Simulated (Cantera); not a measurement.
Feed: 1 mol Pb, 3.6 mol NH3, a varied amount of N2, at 0.100 bar.

These are equilibrium values from Cantera (NASA tables, ideal gas, pure condensed phases), not measurements of a reactor. Candidate condensed phases: Pb; 11 gas species. Kinetics and transport are ignored.

Problem. What condenses at these points (T in °C, n(N2) in mol): (875, 33); (475, 33); (375, 20); (1075, 20); (1375, 55)?

Solution. 
```csv
T (°C),n(N2) in mol,condensed phases,Pb condensed (%)
875,33,Pb,88.7
475,33,Pb,100.0
375,20,Pb,100.0
1075,20,gas only,0.0
1375,55,gas only,0.0
```
